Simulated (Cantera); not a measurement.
A closed system holds: 1 mol SiCl4, 1.2 mol Cl2, 0.41 mol H2, held at 950 °C and 890000 Pa.

Method: chemical equilibrium by Gibbs-energy minimisation in Cantera with the NASA 1993 tables (ideal gas, pure condensed phases). Candidate condensed phases: Si; 19 gas species. The numbers say what is thermodynamically allowed, not how fast it happens.

Base state: SiCl4 0.383, HCl 0.314, Cl2 0.302, Cl 0.00110 (mole fractions); condensed: gas only.

### Question
What changes in the equilibrium state with this change: H2 from 0.41 to 4.1 mol?

### Answer
| species | before | after |
|---|---|---|
| H2 | <1e-9 | 0.454 |
| HCl | 0.314 | 0.387 |
| SiCl4 | 0.383 | 0.153 |
| Cl2 | 0.302 | <1e-9 |
| SiHCl3 | <1e-9 | 0.00553 |
| SiH2Cl2 | <1e-9 | 2.67e-5 |
| Cl | 0.00110 | 4.98e-8 |
| SiCl2 | <1e-9 | 1.28e-5 |
The tables' values for SiCl3 are old estimates; treat these amounts as uncertain.

### Question
What changes in the equilibrium state with this change: SiCl4 replaced by Si?

### Answer
```tsv
species	before	after
SiCl4	0.383	0.461
H2	<1e-9	0.314
SiHCl3	<1e-9	0.167
Cl2	0.302	<1e-9
HCl	0.314	0.0268
SiCl3	5.62e-8	0.0179
SiH2Cl2	<1e-9	0.00803
SiCl2	<1e-9	0.00557
Cl	0.00110	4.15e-9
Si(s), mol	0	0.355
```
The tables' values for SiCl3 are old estimates; treat these amounts as uncertain.

### Question
What changes in the equilibrium state with this change: temperature from 950 °C to 352 °C?

### Answer
```tsv
species	before	after
SiCl4	0.383	0.383
HCl	0.314	0.314
Cl2	0.302	0.303
Cl	0.00110	9.65e-9
```
